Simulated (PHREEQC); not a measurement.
## Hard or scaling water: speciation

Consider water at 65 °C with 0.00018 mol/kgw CaSO4, 0.25 mol/kgw Na2SO4 and 0.00016 mol/kgw H4SiO4. Closed to the air; pH follows from the charge balance.

Equilibrium calculation in PHREEQC: ion-association model, phreeqc.dat.

Each row changes one thing in this solution. Precipitation was switched off in this run.

```csv
case,pH,ionic strength (mol/kgw),Na+ (mol/kgw),SO4-2 (mol/kgw),NaSO4- (mol/kgw),HSO4- (mol/kgw),SI of Quartz (SiO2)
as made,6.78,0.590,0.420,0.170,0.0803,1.78e-6,-0.27
CaSO4 left out,6.78,0.590,0.420,0.170,0.0802,1.78e-6,-0.27
diluted 2-fold with water,6.78,0.316,0.220,0.0954,0.0297,1.29e-6,-0.60
diluted 10-fold with water,6.69,0.0698,0.0474,0.0224,0.00259,5.95e-7,-1.33
H4SiO4 from 0.00016 to 3.2e-05 mol/kgw,6.86,0.590,0.420,0.170,0.0803,1.48e-6,-0.97
```

Away from 25 °C the constants follow the database's enthalpies or fits; those with neither stay at their 25 °C values.
